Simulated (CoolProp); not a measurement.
o-xylene at 293.15 K and 0.661 MPa flows at 0.81 m/s in a round tube of 4.6 mm bore and 1.5 µm roughness, fully developed (64/Re and Nu = 3.66 if laminar; Colebrook and Gnielinski if turbulent). Each further row changes one setting.

Model: reference Helmholtz-energy equation of state, Zhou 2012, in CoolProp.

```
case               Reynolds number  Darcy friction factor  pressure drop (Pa/m)  heat-transfer coefficient (W/(m² K))  mass flow (kg/h)
-----------------  ---------------  ---------------------  --------------------  ------------------------------------  ----------------
as stated                      [?]                 0.0402                  2520                                   [?]               [?]
velocity 1.62 m/s             8050                 0.0332                  8340                                   [?]               [?]
diameter 9.2 mm               8050                    [?]                   [?]                                  1080               [?]
```

### Question
Fill in the missing entries.

### Answer

- as stated, Reynolds number: 4020
- as stated, heat-transfer coefficient (W/(m² K)): 1050
- as stated, mass flow (kg/h): 42.7
- velocity 1.62 m/s, heat-transfer coefficient (W/(m² K)): 2170
- velocity 1.62 m/s, mass flow (kg/h): 85.4
- diameter 9.2 mm, Darcy friction factor: 0.0330
- diameter 9.2 mm, pressure drop (Pa/m): 1030
- diameter 9.2 mm, mass flow (kg/h): 171

Viscosity comes from a separate model (Cao 2016). Thermal conductivity comes from a separate model (Mylona 2014).
